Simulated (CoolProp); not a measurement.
Vapour-liquid equilibrium of R125 (1) + dimethyl ether (2) at 1.89 bar; x and y are mole fractions of (1).

Values from CoolProp's multi-fluid Helmholtz-energy mixture model, Lemmon 2005 and Wu 2011; pair parameters Bell 2016.

Problem. Give the bubble temperature and the first vapour's composition at x = 0.05, 0.45, 0.65. Is there an azeotrope?

Solution. x = 0.05: -10.1 °C, y = 0.073; x = 0.45: -18.2 °C, y = 0.640; x = 0.65: -24.3 °C, y = 0.848. No azeotrope shows between x = 0.05 and 0.95.

The pair parameters rest on a limited set of measurements; away from them the model extrapolates.
